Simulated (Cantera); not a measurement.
Charge: 1 mol CH₃F, 0.45 mol HCl, 18 mol H₂, 1.5 mol Si, equilibrated at 0.100 bar.

Cantera equilibrium calculation (NASA polynomials, part measured and part estimated; ideal gas, pure solids and liquids). Candidate condensed phases: C, C₆H₆, C₇H₈, C₈H₁₈, Si, SiC; 143 gas species. The tables' values for SiF, SiF₂, SiCl, SiF₃ are old estimates; treat these amounts as uncertain. Gases not in the tables: Si₂H₆ and higher silanes. Rates play no part.

x: gas mole fraction; nothing condenses.

| T (K) | x H | x H₂ | x Si | x HF | x HCl |
|---|---|---|---|---|---|
| 3023 | 0.381 | 0.506 | 0.0407 | 0.0323 | 0.0108 |
| 3073 | 0.424 | 0.465 | 0.0404 | 0.0318 | 0.00984 |
| 3123 | 0.467 | 0.424 | 0.0400 | 0.0312 | 0.00887 |
| 3173 | 0.511 | 0.383 | 0.0396 | 0.0305 | 0.00791 |
| 3223 | 0.553 | 0.343 | 0.0392 | 0.0297 | 0.00699 |
| 3273 | 0.595 | [?] | 0.0387 | 0.0289 | [?] |
| 3323 | 0.633 | [?] | 0.0383 | 0.0280 | [?] |
| 3373 | 0.669 | 0.233 | 0.0379 | 0.0271 | 0.00458 |
| 3423 | 0.702 | 0.202 | 0.0375 | 0.0262 | 0.00392 |
| 3473 | 0.732 | 0.174 | 0.0372 | 0.0253 | 0.00333 |

### Question
Complete the blanks.

### Answer

- 3323, x H₂: 0.268
- 3323, x HCl: 0.00532
- 3273, x H₂: 0.304
- 3273, x HCl: 0.00613
